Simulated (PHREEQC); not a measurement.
## Alkaline etch or developer

Consider water at 25 °C with 0.0031 mol LiOH, 0.00074 mol H3BO3 and 0.0092 mol K2CO3 per kg of water. Closed to the air; pH follows from the charge balance.

Model: ion-association model, phreeqc.dat, run in PHREEQC.

pH: 11.38
ionic strength: 0.0302 mol/kgw
specific conductance: 2840 µS/cm
total alkalinity: 21.5 meq/kg

```csv
species,molality,activity,log γ
K+,0.0184,0.0155,-0.073
CO3-2,0.00871,0.00467,-0.271
Li+,0.00310,0.00266,-0.066
OH-,0.00285,0.00241,-0.074
H2BO3-,0.000736,0.000625,-0.071
HCO3-,0.000489,0.000418,-0.068
```

This is a speciation only: nothing precipitates in the calculation.
